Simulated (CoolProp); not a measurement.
Aqueous ammonia as a coolant, at 3 °C, 1 atm.

The numbers come from the Melinder's fits for secondary coolants in CoolProp.

```tsv
mass %	freezing point (°C)	viscosity (mPa s)	cp (kJ/(kg K))	Prandtl number	density (kg/m³)
2.4	-2.8	1.73	4.208	13.3	990.2
5.1	-6.2	1.75	4.208	13.9	(withheld)
7.7	(withheld)	(withheld)	4.211	(withheld)	970.0
10.4	-14.3	1.82	4.214	15.3	(withheld)
13.1	(withheld)	1.89	4.218	16.4	951.6
15.7	-24.9	1.96	4.221	17.6	943.4
18.4	-31.7	2.03	4.225	18.8	935.2
21.1	-40.0	2.06	4.229	19.5	927.2
23.7	-49.8	2.05	4.235	19.9	919.8
26.4	(withheld)	2.03	4.241	(withheld)	912.2
```

Question: Complete the blanks.

Answer: 
- 5.1, density (kg/m³): 979.6
- 7.7, freezing point (°C): -9.9
- 7.7, viscosity (mPa s): 1.77
- 7.7, Prandtl number: 14.5
- 10.4, density (kg/m³): 960.6
- 13.1, freezing point (°C): -19.3
- 26.4, freezing point (°C): -62.3
- 26.4, Prandtl number: 20.1
